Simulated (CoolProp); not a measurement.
Vapour-liquid equilibrium of isohexane (1) + n-hexane (2) at 7.35 °C; x and y are mole fractions of (1).

Computed with CoolProp (multi-fluid Helmholtz-energy mixture model, Lemmon 2006 and Thol 2019; pair parameters Bell 2016).

Give the bubble pressure and the first vapour's composition at x = 0.5, 0.8, 0.95. Is there an azeotrope?

x = 0.5: 0.1099 bar, y = 0.593; x = 0.8: 0.1215 bar, y = 0.850; x = 0.95: 0.1270 bar, y = 0.963. No azeotrope shows between x = 0.05 and 0.95.

Pair parameters are fitted to limited data, so mixtures are less certain than the pure fluids.
